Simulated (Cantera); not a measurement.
Mixture: CH4 : O2 : N2 : H2O = 1 : 2.47 : 9.28 : 1.4 (molar parts), equivalence ratio 0.81, at 9.87 atm, adiabatic and at constant pressure. Ignition delay is the time to a rise of 400 K.

Cantera simulation using GRI-Mech 3.0 (53 species, 325 reactions); the numbers are that mechanism's predictions, not measurements.

### Question
Predict: delay at 1125 K; delay at 1325 K; delay at 1525 K; delay at 1725 K; delay at 1925 K; apparent activation energy between 1825 and 2025 K.

### Answer
```
Property                                                Result
--------------------------------------------------  ----------
delay at 1125 K                                        11.6 ms
delay at 1325 K                                        1.13 ms
delay at 1525 K                                       0.162 ms
delay at 1725 K                                        29.1 µs
delay at 1925 K                                        7.25 µs
apparent activation energy between 1825 and 2025 K  190 kJ/mol
```
